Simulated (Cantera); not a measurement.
Input: 1 mol Nb, 0.22 mol H₂O, 9.7 mol H₂, held at 2675 K and 3.00 bar.

Method: chemical equilibrium by Gibbs-energy minimisation in Cantera with the NASA 1993 tables (ideal gas, pure condensed phases). Candidate condensed phases: H₂O, Nb, NbO, NbO₂, Nb₂O₅; 12 gas species. Mutual solubility and eutectic melting of coexisting phases are not modelled. NbO: taken at fixed stoichiometry. Condensed phases not in the tables: N, O or C dissolved in the metal. Rates play no part.

Problem. What is the equilibrium state?

Solution. 
```
Quantity                                Value
----------------------------------  ---------
x(H₂)                                   0.963
x(H)                                   0.0293
x(H₂O)                                0.00679
x(NbO₂)                              0.000282
x(NbO)                               0.000162
x(OH)                                 5.15e-5
x(O)                                  1.00e-6
n(Nb(s))                            0.852 mol
n(NbO(l))                           0.144 mol
gas amount                          10.07 mol
log10 activity of NbO₂(l) (absent)      -0.84
```
